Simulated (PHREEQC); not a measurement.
Dissolve 0.00096 mol/kgw NH4HS, 0.0031 mol/kgw Na2SiO3 and 0.00064 mol/kgw Na2S at 5 °C. Closed to the air; pH follows from the charge balance.

All values are PHREEQC results (ion-association model, phreeqc.dat), not measurements.

| quantity | before | after |
|---|---|---|
| pH | 12.12 | 12.01 |
| ionic strength (mol/kgw) | 0.00764 | 0.00630 |
| HS- (mol/kgw) | 0.00153 | 0.000926 |
| NH4+ (mol/kgw) | 6.42e-6 | 8.04e-6 |
| H2S (mol/kgw) | 1.92e-8 | 1.48e-8 |

Name the change that produced these shifts.
A. NH4HS from 0.00096 to 0.0048 mol/kgw
B. Na2S left out
C. Na2SiO3 left out
D. temperature from 5 to 15 °C

B, Na2S left out

No solid was allowed to form. At this temperature some constants are extrapolated from 25 °C, and those without enthalpy data are left unchanged.
